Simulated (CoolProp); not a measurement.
Vapour-liquid equilibrium of n-octane (1) + m-xylene (2) at 1.13 MPa; x and y are mole fractions of (1).

Computed with CoolProp (multi-fluid Helmholtz-energy mixture model, Beckmüller 2019 and Zhou 2012; pair parameters Bell 2016).

```json
[
 {"x": "0.05", "bubble temperature (K)": "530.7", "y at the bubble point": "0.062", "dew temperature at overall composition x (K)": "531.0", "liquid density (mol/L)": "5.661"},
 {"x": "0.15", "bubble temperature (K)": "528.6", "y at the bubble point": "0.180", "dew temperature at overall composition x (K)": "529.1", "liquid density (mol/L)": "5.467"},
 {"x": "0.25", "bubble temperature (K)": "526.5", "y at the bubble point": "0.290", "dew temperature at overall composition x (K)": "527.3", "liquid density (mol/L)": "5.281"},
 {"x": "0.35", "bubble temperature (K)": "524.6", "y at the bubble point": "0.396", "dew temperature at overall composition x (K)": "525.5", "liquid density (mol/L)": "5.103"},
 {"x": "0.45", "bubble temperature (K)": "522.9", "y at the bubble point": "0.496", "dew temperature at overall composition x (K)": "523.7", "liquid density (mol/L)": "4.933"},
 {"x": "0.55", "bubble temperature (K)": "521.2", "y at the bubble point": "0.593", "dew temperature at overall composition x (K)": "521.9", "liquid density (mol/L)": "4.770"},
 {"x": "0.65", "bubble temperature (K)": "519.6", "y at the bubble point": "0.687", "dew temperature at overall composition x (K)": "520.2", "liquid density (mol/L)": "4.613"},
 {"x": "0.75", "bubble temperature (K)": "518.2", "y at the bubble point": "0.778", "dew temperature at overall composition x (K)": "518.6", "liquid density (mol/L)": "4.463"},
 {"x": "0.85", "bubble temperature (K)": "516.8", "y at the bubble point": "0.868", "dew temperature at overall composition x (K)": "517.0", "liquid density (mol/L)": "4.320"},
 {"x": "0.95", "bubble temperature (K)": "515.5", "y at the bubble point": "0.956", "dew temperature at overall composition x (K)": "515.6", "liquid density (mol/L)": "4.182"}
]
```

No azeotrope shows between x = 0.05 and 0.95.

The pair parameters rest on a limited set of measurements; away from them the model extrapolates.
